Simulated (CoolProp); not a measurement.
Vapour-liquid equilibrium of sulfur dioxide (1) + toluene (2) at 312.4 K; x and y are mole fractions of (1).

Computed with CoolProp (multi-fluid Helmholtz-energy mixture model, Gao 2016 and Lemmon 2006; pair parameters Bell 2016).

```json
[
 {"x": "0.05", "bubble pressure, mixture model (kPa)": "29.07", "bubble pressure, Raoult's law (kPa)": "38.06", "y, mixture model": "0.748", "y, Raoult's law": "0.810"},
 {"x": "0.15", "bubble pressure, mixture model (kPa)": "81.33", "bubble pressure, Raoult's law (kPa)": "98.92", "y, mixture model": "0.919", "y, Raoult's law": "0.934"},
 {"x": "0.25", "bubble pressure, mixture model (kPa)": "142.6", "bubble pressure, Raoult's law (kPa)": "159.8", "y, mixture model": "0.959", "y, Raoult's law": "0.964"},
 {"x": "0.35", "bubble pressure, mixture model (kPa)": "208.2", "bubble pressure, Raoult's law (kPa)": "220.6", "y, mixture model": "0.975", "y, Raoult's law": "0.978"},
 {"x": "0.45", "bubble pressure, mixture model (kPa)": "274.5", "bubble pressure, Raoult's law (kPa)": "281.5", "y, mixture model": "0.984", "y, Raoult's law": "0.985"},
 {"x": "0.55", "bubble pressure, mixture model (kPa)": "338.8", "bubble pressure, Raoult's law (kPa)": "342.4", "y, mixture model": "0.989", "y, Raoult's law": "0.990"},
 {"x": "0.65", "bubble pressure, mixture model (kPa)": "400.6", "bubble pressure, Raoult's law (kPa)": "403.2", "y, mixture model": "0.992", "y, Raoult's law": "0.993"},
 {"x": "0.75", "bubble pressure, mixture model (kPa)": "460.5", "bubble pressure, Raoult's law (kPa)": "464.1", "y, mixture model": "0.995", "y, Raoult's law": "0.996"},
 {"x": "0.85", "bubble pressure, mixture model (kPa)": "520.6", "bubble pressure, Raoult's law (kPa)": "525.0", "y, mixture model": "0.997", "y, Raoult's law": "0.998"},
 {"x": "0.95", "bubble pressure, mixture model (kPa)": "583.2", "bubble pressure, Raoult's law (kPa)": "585.8", "y, mixture model": "0.999", "y, Raoult's law": "0.999"}
]
```

The largest gap from Raoult's law is -23.6 % in bubble pressure, at x = 0.05. No azeotrope shows between x = 0.05 and 0.95.

The pair parameters rest on a limited set of measurements; away from them the model extrapolates.
